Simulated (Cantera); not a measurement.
Input (Python, Cantera):

```python
import numpy as np
import cantera as ct

gas = ct.Solution("gri30.yaml")


def delay(T, t_max=10):
    gas.TPX = T, 410000, {'CH3OH': 1, 'O2': 2, 'N2': 7.52, 'CO2': 0.44}
    reactor = ct.IdealGasReactor(gas, clone=False)
    net = ct.ReactorNet([reactor])
    net.rtol, net.atol = 1e-8, 1e-16
    while net.time < t_max:
        t_old, T_old = net.time, reactor.T
        net.step()
        if reactor.T > T + 400:  # ignition: a rise of 400 K
            return t_old + (T + 400 - T_old) / (reactor.T - T_old) * (net.time - t_old)
    return np.nan


taus = []
for T in [1100, 1150, 1200, 1250, 1300, 1350, 1400, 1450]:
    taus.append(delay(T))
    print(f"T0 = {T:6g} K   tau = {taus[-1]:.4e} s")
```

Result:

```
T0 =   1100 K   tau = 1.8980e-02 s
T0 =   1150 K   tau = 7.2710e-03 s
T0 =   1200 K   tau = 3.0294e-03 s
T0 =   1250 K   tau = 1.3622e-03 s
T0 =   1300 K   tau = 6.5694e-04 s
T0 =   1350 K   tau = 3.3793e-04 s
T0 =   1400 K   tau = 1.8451e-04 s
T0 =   1450 K   tau = 1.0639e-04 s
```

Computed with Cantera and GRI-Mech 3.0 (53 species, 325 reactions). GRI-Mech 3.0 was tuned for natural gas; its chemistry of methanol as a main component is partial and can be far from experiment.
